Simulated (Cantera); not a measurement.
A perfectly stirred reactor is fed with CH3OH : O2 : N2 = 1 : 0.938 : 3.52 (molar parts), equivalence ratio 1.6, at 1.50 bar; it is adiabatic with a 700 K inlet, and is followed from long to short residence time, starting on the burning branch (τ in s: 0.34, 0.13, 0.051, 0.02, 0.0075, 0.0029, 0.0011, 0.00043, 0.00016, 6.3e-05, 2.4e-05, 9.3e-06).

Computed with Cantera and GRI-Mech 3.0 (53 species, 325 reactions). GRI-Mech 3.0 was tuned for natural gas; its chemistry of methanol as a main component is partial and can be far from experiment.

Q: What does this change do: CH3OH 1 to 1.4 parts?

A: 
| quantity | before | after |
|---|---|---|
| blow-out, bracketed by the residence times tried | burning at 63.0 µs, out at 24.0 µs | burning at 0.430 ms, out at 0.160 ms |
| x(CH3OH) at τ = 0.340 s | 4.00e-7 | 1.83e-6 |
| x(O2) at τ = 0.340 s | 2.29e-5 | 2.88e-5 |
| x(NO2) at τ = 0.340 s | 7.25e-10 | 6.33e-12 |
| x(HO2) at τ = 0.340 s | 1.04e-8 | 1.19e-8 |
| x(O) at τ = 0.340 s | 9.46e-6 | 2.72e-7 |
| x(CH3OH) at τ = 1.10 ms | 2.18e-5 | 0.000133 |
| x(O2) at τ = 1.10 ms | 0.00103 | 0.00195 |
| x(NO2) at τ = 1.10 ms | 2.51e-9 | 1.94e-10 |
| x(HO2) at τ = 1.10 ms | 8.29e-7 | 2.51e-6 |
| x(O) at τ = 1.10 ms | 0.000390 | 1.72e-5 |
